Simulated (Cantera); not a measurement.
# Equilibrium for silicon oxide and oxynitride deposition: HMDSO + CO2

A closed system holds: 1 mol HMDSO, 0.82 mol CO2, at 86.0 Pa.

These are equilibrium values from Cantera (NASA tables, ideal gas, pure condensed phases), not measurements of a reactor. Candidate condensed phases: C, C6H6, C7H8, C8H18, H2O, Si, SiC, SiO2; 123 gas species. The feed counts by its element totals alone. Mutual solubility and eutectic melting of coexisting phases are not modelled. The tables hold silica as quartz up to 1696 K and as liquid above; real silica turns to tridymite and cristobalite and melts near 1996 K. Kinetics and transport are ignored.

```json
[
 {"T (K)": "800", "x H2": "0.999", "x CO": "1.50e-8", "x H": "9.87e-11", "x Si": "<1e-12", "x SiO": "<1e-12", "x CH4": "0.00115", "x C2H2 (acetylene)": "1.29e-12", "n C(graphite)": "6.13", "n SiC(s)": "0.680", "n SiO2(α-quartz)": "1.32", "n SiO2(β-quartz)": "0"},
 {"T (K)": "900", "x H2": "1.000", "x CO": "2.48e-6", "x H": "3.99e-9", "x Si": "<1e-12", "x SiO": "7.02e-11", "x CH4": "0.000268", "x C2H2 (acetylene)": "5.62e-11", "n C(graphite)": "6.14", "n SiC(s)": "0.680", "n SiO2(α-quartz)": "0", "n SiO2(β-quartz)": "1.32"},
 {"T (K)": "1000", "x H2": "1.000", "x CO": "0.000145", "x H": "7.74e-8", "x Si": "<1e-12", "x SiO": "1.20e-8", "x CH4": "8.21e-5", "x C2H2 (acetylene)": "1.14e-9", "n C(graphite)": "6.14", "n SiC(s)": "0.681", "n SiO2(α-quartz)": "0", "n SiO2(β-quartz)": "1.32"},
 {"T (K)": "1100", "x H2": "0.996", "x CO": "0.00402", "x H": "8.80e-7", "x Si": "<1e-12", "x SiO": "7.89e-7", "x CH4": "3.06e-5", "x C2H2 (acetylene)": "1.33e-8", "n C(graphite)": "6.09", "n SiC(s)": "0.698", "n SiO2(α-quartz)": "0", "n SiO2(β-quartz)": "1.30"},
 {"T (K)": "1200", "x H2": "0.937", "x CO": "0.0633", "x H": "6.51e-6", "x Si": "2.72e-12", "x SiO": "2.56e-5", "x CH4": "1.19e-5", "x C2H2 (acetylene)": "9.62e-8", "n C(graphite)": "5.23", "n SiC(s)": "0.984", "n SiO2(α-quartz)": "0", "n SiO2(β-quartz)": "1.02"},
 {"T (K)": "1300", "x H2": "0.773", "x CO": "0.227", "x H": "3.32e-5", "x Si": "1.49e-10", "x SiO": "0.000168", "x CH4": "4.04e-6", "x C2H2 (acetylene)": "4.45e-7", "n C(graphite)": "2.18", "n SiC(s)": "2.00", "n SiO2(α-quartz)": "0", "n SiO2(β-quartz)": "0"},
 {"T (K)": "1400", "x H2": "0.773", "x CO": "0.227", "x H": "0.000146", "x Si": "4.59e-9", "x SiO": "0.000283", "x CH4": "2.22e-6", "x C2H2 (acetylene)": "1.95e-6", "n C(graphite)": "2.19", "n SiC(s)": "2.00", "n SiO2(α-quartz)": "0", "n SiO2(β-quartz)": "0"},
 {"T (K)": "1500", "x H2": "0.773", "x CO": "0.226", "x H": "0.000528", "x Si": "8.92e-8", "x SiO": "0.000444", "x CH4": "1.32e-6", "x C2H2 (acetylene)": "6.97e-6", "n C(graphite)": "2.19", "n SiC(s)": "1.99", "n SiO2(α-quartz)": "0", "n SiO2(β-quartz)": "0"},
 {"T (K)": "1600", "x H2": "0.772", "x CO": "0.226", "x H": "0.00163", "x Si": "1.19e-6", "x SiO": "0.000655", "x CH4": "8.36e-7", "x C2H2 (acetylene)": "2.12e-5", "n C(graphite)": "2.19", "n SiC(s)": "1.99", "n SiO2(α-quartz)": "0", "n SiO2(β-quartz)": "0"},
 {"T (K)": "1700", "x H2": "0.769", "x CO": "0.225", "x H": "0.00441", "x Si": "1.17e-5", "x SiO": "0.000923", "x CH4": "5.57e-7", "x C2H2 (acetylene)": "5.65e-5", "n C(graphite)": "2.20", "n SiC(s)": "1.99", "n SiO2(α-quartz)": "0", "n SiO2(β-quartz)": "0"},
 {"T (K)": "1800", "x H2": "0.764", "x CO": "0.224", "x H": "0.0107", "x Si": "8.89e-5", "x SiO": "0.00125", "x CH4": "3.86e-7", "x C2H2 (acetylene)": "0.000134", "n C(graphite)": "2.21", "n SiC(s)": "1.98", "n SiO2(α-quartz)": "0", "n SiO2(β-quartz)": "0"},
 {"T (K)": "1900", "x H2": "0.752", "x CO": "0.222", "x H": "0.0235", "x Si": "0.000545", "x SiO": "0.00162", "x CH4": "2.73e-7", "x C2H2 (acetylene)": "0.000287", "n C(graphite)": "2.22", "n SiC(s)": "1.97", "n SiO2(α-quartz)": "0", "n SiO2(β-quartz)": "0"},
 {"T (K)": "2000", "x H2": "0.728", "x CO": "0.219", "x H": "0.0473", "x Si": "0.00278", "x SiO": "0.00204", "x CH4": "1.94e-7", "x C2H2 (acetylene)": "0.000560", "n C(graphite)": "2.25", "n SiC(s)": "1.94", "n SiO2(α-quartz)": "0", "n SiO2(β-quartz)": "0"},
 {"T (K)": "2100", "x H2": "0.684", "x CO": "0.211", "x H": "0.0879", "x Si": "0.0121", "x SiO": "0.00245", "x CH4": "1.33e-7", "x C2H2 (acetylene)": "0.000988", "n C(graphite)": "2.36", "n SiC(s)": "1.80", "n SiO2(α-quartz)": "0", "n SiO2(β-quartz)": "0"}
]
```
x: gas mole fraction; n: condensed amount in mol.

At 800 K the condensed part is C(graphite) + SiC(s) + SiO2(α-quartz). From 900 K to 1200 K the condensed part is C(graphite) + SiC(s) + SiO2(β-quartz). From 1300 K to 2100 K the condensed part is C(graphite) + SiC(s).
